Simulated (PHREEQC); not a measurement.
Solution (25 °C): 0.087 mol HF, 0.00012 mol H2SiF6, 0.01 mol HBF4 and 3.2e-05 mol HNO3 per kg of water. Closed to the air; pH follows from the charge balance.

Computed with PHREEQC (ion-association model, wateq4f.dat).

Problem. The ionic strength comes out as 0.0148 mol/kgw. What activity coefficients do SiF6-2, HF2-, NO3-, BF4-, H+ get?

Solution. SiF6-2 0.62, HF2- 0.88, NO3- 0.88, BF4- 0.88, H+ 0.90.

Precipitation was switched off in this run. Species that the database lacks are ignored. wateq4f.dat counts part of the HF as a dimer, H2F2, which phreeqc.dat doesn't know; its constant is uncertain. SiF6-2 is the database's only silicon fluoride. Real BF4- forms and hydrolyses slowly; the run takes it at equilibrium.
